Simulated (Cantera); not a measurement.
An isothermal, constant-pressure homogeneous reactor starts with H₂ : O₂ : N₂ = 1.2 : 1 : 0.97 (molar parts), equivalence ratio 0.60, at 1125 K and 0.128 atm.

Model: the H2/O2 subset of GRI-Mech 3.0, which has no nitrogen chemistry, integrated in Cantera. The temperature is held fixed by assumption; the heat of reaction is taken as removed at once.

x: mole fraction; the columns are a selection and need not sum to one.

| t (s) | x H₂ | x O₂ | x H₂O | x OH | x H₂O₂ | x O | x HO₂ |
|---|---|---|---|---|---|---|---|
| 2.00e-5 | 0.379 | 0.315 | 4.42e-9 | 6.08e-10 | 7.16e-12 | 1.25e-9 | 4.88e-9 |
| 5.72e-5 | 0.379 | 0.315 | 1.41e-7 | [?] | 6.62e-11 | 2.28e-8 | 1.85e-8 |
| 0.000164 | 0.378 | 0.315 | 0.000236 | [?] | 1.80e-8 | 3.46e-5 | 6.96e-6 |
| 0.000468 | 0.0271 | 0.164 | 0.389 | [?] | 5.33e-6 | 0.0123 | 5.29e-5 |
| 0.00134 | 0.00228 | 0.156 | 0.463 | [?] | 5.05e-6 | 0.000637 | 3.51e-5 |
| 0.00383 | 0.000247 | 0.156 | 0.466 | [?] | 1.73e-6 | 5.50e-5 | 8.99e-6 |
| 0.0110 | 2.74e-5 | 0.156 | 0.467 | [?] | 5.05e-7 | 7.67e-6 | 1.50e-6 |
| 0.0313 | 3.30e-6 | 0.156 | 0.467 | [?] | 1.48e-7 | 1.51e-6 | 2.77e-7 |
| 0.0896 | 6.08e-7 | 0.156 | 0.467 | [?] | 4.64e-8 | 3.91e-7 | 6.91e-8 |
| 0.256 | 1.62e-7 | 0.156 | 0.467 | [?] | 1.56e-8 | 1.18e-7 | 2.15e-8 |
| 0.733 | 5.07e-8 | 0.156 | 0.467 | [?] | 5.48e-9 | 3.90e-8 | 8.51e-9 |
| 2.10 | 1.82e-8 | 0.156 | 0.467 | [?] | 2.04e-9 | 1.40e-8 | 5.41e-9 |
| 6.00 | 9.31e-9 | 0.156 | 0.467 | [?] | 9.70e-10 | 6.41e-9 | 5.45e-9 |

Question: Complete the blanks.

Answer: 
- 5.72e-5, x OH: 1.07e-8
- 0.000164, x OH: 1.64e-5
- 0.000468, x OH: 0.00651
- 0.00134, x OH: 0.00118
- 0.00383, x OH: 0.000331
- 0.0110, x OH: 0.000130
- 0.0313, x OH: 5.88e-5
- 0.0896, x OH: 2.99e-5
- 0.256, x OH: 1.64e-5
- 0.733, x OH: 9.39e-6
- 2.10, x OH: 5.61e-6
- 6.00, x OH: 3.80e-6
